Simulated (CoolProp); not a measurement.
A single-stage vapour-compression cycle with the fluid: evaporating at 259.15 K (dew point), condensing at 296.15 K (bubble point), superheat 8 K, subcooling 0 K, compressor efficiency 0.65, no pressure losses. The same conditions are run with several fluids, on thermodynamics alone (safety and materials aside).

Model: reference Helmholtz-energy equation of state of each fluid (R124: de Vries 1995; propylene: Lemmon 2013; R1132(E): Akasaka 2024; hydrogen sulfide: Lemmon 2006; R245ca: Zhou 2016; chloromethane (R40): Thol 2014), in CoolProp.

Rank R124, propylene, R1132(E), hydrogen sulfide, R245ca, chloromethane (R40) by cooling COP, highest first.

R245ca (3.98), chloromethane (R40) (3.91), R124 (3.89), propylene (3.79), hydrogen sulfide (3.75), R1132(E) (3.68)

| fluid | pressure ratio | discharge temperature (K) | refrigerating effect (kJ/kg) | volumetric capacity (kJ/m³) |
|---|---|---|---|---|
| R124 | 3.87 | 318.8 | 132 | 782 |
| propylene | 2.92 | 329.8 | 318 | 2460 |
| R1132(E) | 3.06 | 336.9 | 211 | 3440 |
| hydrogen sulfide | 2.87 | 381.6 | 416 | 4620 |
| R245ca | 5.58 | 320.8 | 182 | 185 |
| chloromethane (R40) | 3.55 | 380.0 | 366 | 1330 |
